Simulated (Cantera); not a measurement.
Feed: 1 mol AlCl₃, 1.2 mol N₂, 20 mol H₂, held at 1.05 Torr.

Points: T (K) = 848, 898, 948, 998, 1048, 1098, 1148.

Cantera's Mixture.equilibrate('TP', solver="vcs", rtol=1e-11, max_steps=5000) on the NASA tables stopped like this:

```
ERROR: FAILURE its = 5001!

*******************************************************************************
CanteraError thrown by MultiPhase::equilibrate:
VCS solver failed. Return code: -1
*******************************************************************************
```

### Question
What got this run through?

### Answer
This is not unique; one that fits is The failure is numerical, not chemical. The same input converged with solver="gibbs", rtol=1e-10, max_steps=50000, and the result passed a check of the equilibrium conditions:
```
log10 of partial pressures in bar; condensed amounts in mol
       T/K        H2       HCL        N2     ALCL3     ALCL2      ALCL    ALN(s)
       848    -2.918    -3.978    -4.235    -4.552   -10.202   -13.032    0.5554
       898    -2.917    -3.990    -4.232    -4.539    -9.466   -11.824    0.5415
       948    -2.917    -4.000    -4.229    -4.527    -8.809   -10.746    0.5291
       998    -2.916    -4.009    -4.227    -4.517    -8.219    -9.777    0.5179
      1048    -2.916    -4.017    -4.224    -4.508    -7.687    -8.902    0.5078
      1098    -2.916    -4.025    -4.222    -4.501    -7.205    -8.109    0.4985
      1148    -2.916    -4.032    -4.220    -4.495    -6.766    -7.386    0.4892
```

The gas is ideal and each condensed phase is pure. The tables' values for AlCl2 are old estimates; treat these amounts as uncertain.
